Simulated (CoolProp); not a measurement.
Vapour-liquid equilibrium of carbonyl sulfide (1) + propane (2) at 0.00401 MPa; x and y are mole fractions of (1).

Model: multi-fluid Helmholtz-energy mixture model, Lemmon 2006 and Lemmon 2009; pair parameters Bell 2016, in CoolProp.

```
x     bubble temperature, mixture model (K)  bubble temperature, Raoult's law (K)  y, mixture model  y, Raoult's law
----  -------------------------------------  ------------------------------------  ----------------  ---------------
0.05                                    [?]                                 176.7               [?]            0.077
0.2                                     [?]                                 175.7             0.305            0.285
0.35                                    [?]                                 174.7             0.463            0.462
0.5                                   173.5                                 173.9               [?]            0.616
0.65                                  172.8                                 173.1               [?]            0.749
0.8                                     [?]                                 172.3               [?]            0.866
0.95                                  171.6                                 171.6             0.966            0.968
```

Task: Fill in the missing entries.

Result: 
- 0.05, bubble temperature, mixture model (K): 176.4
- 0.05, y, mixture model: 0.094
- 0.2, bubble temperature, mixture model (K): 175.1
- 0.35, bubble temperature, mixture model (K): 174.2
- 0.5, y, mixture model: 0.602
- 0.65, y, mixture model: 0.731
- 0.8, bubble temperature, mixture model (K): 172.2
- 0.8, y, mixture model: 0.854

The largest gap from Raoult's law is -0.6 K in bubble temperature, at x = 0.2. No azeotrope shows between x = 0.05 and 0.95.

Pair parameters are fitted to limited data, so mixtures are less certain than the pure fluids.
